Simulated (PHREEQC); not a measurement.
3 g of hydrous ferric oxide (600 m²/g; 0.2 weak and 0.005 strong sites per Fe, Dzombak-Morel constants, diffuse double layer) in 1 kg of water with 0.005 mol/kgw of an inert sodium salt and 0.0093 mol/kgw NaH2PO4, at 25 °C; the pH is set by adding NaOH or the inert anion's acid. Oxygen alone is held at its pressure in air (log pO2 = -0.68). No CO2 enters from the air. Nothing may precipitate in this run.

Base run: PHREEQC, ion-association model, wateq4f.dat. Each further column changes one thing. The table gives surface potential ψ (mV).

```csv
pH,base,background salt from 0.005 to 0.0005 mol/kgw,oxide from 3 to 15 g/kgw,0.02 mol/kgw Ag2SO4 added
4,15,16,147,10
4.5,1,1,134,1
5,-16,-16,(withheld),-13
5.5,-33,-34,95,-30
6,-49,-50,(withheld),-46
6.5,-65,-66,44,(withheld)
7.5,-86,-87,-10,-81
8,-91,(withheld),-38,(withheld)
8.5,-95,-96,-64,-75
9,-100,-101,-85,-60
9.5,-106,-107,-100,-48
10,-112,-113,-110,-38
```

### Question
Fill in the missing entries.

### Answer

- 5, oxide from 3 to 15 g/kgw: 116
- 6, oxide from 3 to 15 g/kgw: 71
- 6.5, 0.02 mol/kgw Ag2SO4 added: -61
- 8, background salt from 0.005 to 0.0005 mol/kgw: -92
- 8, 0.02 mol/kgw Ag2SO4 added: -84

H3PO4, which wateq4f.dat lacks, is added to it with the constant of phreeqc.dat. In at least one series the solution becomes supersaturated in solids that the run did not let form, among them Ag2O, Ag3PO4. The database has no phosphate complexes of Ag.
